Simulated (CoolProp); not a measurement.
A single-stage vapour-compression cycle with the fluid: evaporating at 251.15 K (dew point), condensing at 309.15 K (bubble point), superheat 10 K, subcooling 8 K, compressor efficiency 0.7, no pressure losses. The same conditions are run with several fluids, on thermodynamics alone (safety and materials aside).

Values from CoolProp's reference Helmholtz-energy equation of state of each fluid (isobutane: Bücker 2006; CH3F (R41): Lemmon 2006; propane: Lemmon 2009; sulfur hexafluoride: Guder 2009; isobutene: Lemmon 2005; R507A: Lemmon 2003). Blends and air are pseudo-pure fits.

```json
[
 {"fluid": "isobutane", "cooling COP": "2.51", "pressure ratio": "…", "discharge temperature (K)": "333.4", "refrigerating effect (kJ/kg)": "274", "volumetric capacity (kJ/m³)": "501"},
 {"fluid": "CH3F (R41)", "cooling COP": "2.00", "pressure ratio": "4.61", "discharge temperature (K)": "396.7", "refrigerating effect (kJ/kg)": "274", "volumetric capacity (kJ/m³)": "5440"},
 {"fluid": "propane", "cooling COP": "2.43", "pressure ratio": "5.48", "discharge temperature (K)": "344.5", "refrigerating effect (kJ/kg)": "292", "volumetric capacity (kJ/m³)": "…"},
 {"fluid": "sulfur hexafluoride", "cooling COP": "1.86", "pressure ratio": "4.71", "discharge temperature (K)": "326.9", "refrigerating effect (kJ/kg)": "51.8", "volumetric capacity (kJ/m³)": "2570"},
 {"fluid": "isobutene", "cooling COP": "2.56", "pressure ratio": "7.77", "discharge temperature (K)": "342.0", "refrigerating effect (kJ/kg)": "306", "volumetric capacity (kJ/m³)": "439"},
 {"fluid": "R507A", "cooling COP": "2.26", "pressure ratio": "5.82", "discharge temperature (K)": "…", "refrigerating effect (kJ/kg)": "119", "volumetric capacity (kJ/m³)": "1710"}
]
```

Task: What belongs in the gaps?

Result: 
- isobutane, pressure ratio: 7.17
- propane, volumetric capacity (kJ/m³): 1430
- R507A, discharge temperature (K): 338.4
